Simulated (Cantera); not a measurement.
Diamond growth

A diamond (100) surface in a fixed gas of H2 with x(CH4) = 0.0029, x(H) = 0.0015, x(CH3) = 0.00038, at 1250 K; coverages are run to steady state.

Detailed kinetics in Cantera: the Harris–Goodwin 1993 mechanism for the reconstructed diamond (100) surface.

```
P (Pa)  growth (µm/h)  θ c6HH  θ c6H*  θ c6*H  θ c6**    θ c6HM
------  -------------  ------  ------  ------  ------  --------
340            0.0783   0.430  0.0426   0.497  0.0284  0.000140
660             0.182   0.430  0.0426   0.496  0.0283  0.000283
1300            0.416   0.430  0.0426   0.496  0.0281  0.000569
2400            0.886   0.429  0.0425   0.495  0.0281   0.00105
4700             2.12   0.429  0.0424   0.495  0.0280   0.00203
9000             5.28   0.428  0.0423   0.493  0.0279   0.00375
17000            13.7   0.426  0.0421   0.490  0.0277   0.00661
33000            38.5   0.423  0.0418   0.486  0.0275    0.0113
```
θ: site fractions in the mechanism's names (c6HH fully hydrogenated, c6H* and c6*H radical sites, c6** diradical, c6HM methylated).
